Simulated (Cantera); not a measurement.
Cantera run:

```python
import numpy as np
import cantera as ct

gas_names = [...]  # 131 gases of nasa_gas.yaml made of C, H, O
cond_names = """
    C(gr) C6H6(L) C7H8(L) C8H18(L),n-octa H2O(s) H2O(L)
""".split()


# ... load() reads the species with a 1 bar reference pressure and builds the phases ...
atoms = {
    'C3H6': {'C': 3, 'H': 6},
    'H2O': {'H': 2, 'O': 1},
    'H2': {'H': 2},
}
top_T = {'C(gr)': 4500}  # K; cautious upper limits of use, not melting points


# ... equilibrate(T, P, feed) seeds the gas with the atoms and calls Mixture.equilibrate('TP', solver="vcs", rtol=1e-11, max_steps=5000) ...
results = []
feed = {'C3H6': 1, 'H2O': 0.033, 'H2': 13}  # mol
P = 390000  # Pa
for T in [2000, 2500, 3000, 3500, 4000, 4500, 5000]:
    mix = equilibrate(T, P, feed)
    results.append((T, P, feed, dict(zip(mix.species_names, mix.species_moles))))

top = {s: max(r[3][s] / sum(r[3][g] for g in gas_names) for r in results) for s in gas_names}
cols = sorted((s for s in top if top[s] > 1e-06), key=lambda s: -top[s])[:7]
seen = [c for c in cond_names if any(r[3].get(c, 0) > 1e-12 for r in results)]
print("log10 of partial pressures in bar; condensed amounts in mol")
print(f"{'T/K':>10s}" + "".join(f"{s[:9]:>10s}" for s in cols + seen))
for T, P, feed, n in results:
    ng = sum(n[g] for g in gas_names)
    print(f"{T:10.4g}" + "".join(f"{np.log10(max(n[s] / ng * P / 1e5, 1e-99)):10.3f}" for s in cols)
          + "".join(f"{n.get(c, 0):10.4g}" for c in seen))
```

Output:

```
log10 of partial pressures in bar; condensed amounts in mol
       T/K        H2         H C2H2,acet         C       C2H        C3        C2     C(gr)
      2000     0.589    -2.494    -2.526   -10.517    -7.337   -10.557   -11.630     2.915
      2500     0.580    -1.310    -1.386    -6.779    -4.419    -6.304    -7.339      2.61
      3000     0.529    -0.537    -0.677    -4.295    -2.508    -3.506    -4.499     1.019
      3500     0.421    -0.018    -0.610    -2.708    -1.551    -2.078    -2.847         0
      4000     0.209     0.307    -0.982    -1.667    -1.195    -1.457    -1.907         0
      4500    -0.142     0.468    -1.764    -1.012    -1.322    -1.442    -1.487         0
      5000    -0.570     0.523    -2.869    -0.656    -1.834    -1.933    -1.488         0
```

Method: chemical equilibrium by Gibbs-energy minimisation in Cantera with the NASA 1993 tables (ideal gas, pure condensed phases).
